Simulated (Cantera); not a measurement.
A closed system holds: 1 mol C, 0.042 mol CO2, at 2973 K and 1 atm.

Method: chemical equilibrium by Gibbs-energy minimisation in Cantera with the NASA 1993 tables (ideal gas, pure condensed phases). Candidate condensed phases: C; 12 gas species. The numbers say what is thermodynamically allowed, not how fast it happens.

Base state: CO 1.000, C3 0.000230, C 3.86e-5, C2 2.33e-5 (mole fractions); condensed: C(graphite).

Task: What changes in the equilibrium state with this change: pressure from 1 atm to 4.10 mbar?

Result: 
| species | before | after |
|---|---|---|
| CO | 1.000 | 0.927 |
| C3 | 0.000230 | 0.0569 |
| C | 3.86e-5 | 0.00954 |
| C2 | 2.33e-5 | 0.00575 |
| C5 | 3.88e-6 | 0.000959 |
| C4 | 7.20e-7 | 0.000178 |
| C(graphite), mol | 0.958 | 0.940 |
